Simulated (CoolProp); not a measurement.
CF4 (R14) along the isobar 224 bar: Z from the reference equation and from simpler models built on Tc = 227.4 K, pc = 37.62 bar, ω = 0.178; each cubic takes its own stable root.

Values from CoolProp's reference Helmholtz-energy equation of state, Platzer 1990. This equation is an older, rougher fit; its heat capacities, sound speeds and derivatives of the liquid may be far off and weren't checked against measurements.

```json
[
 {"T (K)": "220.7", "phase": "liquid", "reference": "0.8083"},
 {"T (K)": "234.6", "phase": "supercritical", "reference": "0.8024"},
 {"T (K)": "248.5", "phase": "supercritical", "reference": "0.8033"},
 {"T (K)": "262.4", "phase": "supercritical", "reference": "0.8105"},
 {"T (K)": "276.4", "phase": "supercritical", "reference": "0.8237"},
 {"T (K)": "290.3", "phase": "supercritical", "reference": "0.8415"},
 {"T (K)": "304.2", "phase": "supercritical", "reference": "0.8627"},
 {"T (K)": "318.1", "phase": "supercritical", "reference": "0.8857"},
 {"T (K)": "332", "phase": "supercritical", "reference": "0.9090"},
 {"T (K)": "345.9", "phase": "supercritical", "reference": "0.9317"}
]
```

### Question
How far does each simpler model (van der Waals, Redlich-Kwong, Peng-Robinson) lie from the reference over these 10 states: mean and median of the absolute difference, and the worst?

### Answer
- van der Waals: mean 15.7 %, median 15.4 %, worst +31.8 % at 220.7 K and 224 bar
- Redlich-Kwong: mean 1.9 %, median 1.4 %, worst -4.5 % at 345.9 K and 224 bar
- Peng-Robinson: mean 5.8 %, median 5.4 %, worst -9.4 % at 220.7 K and 224 bar
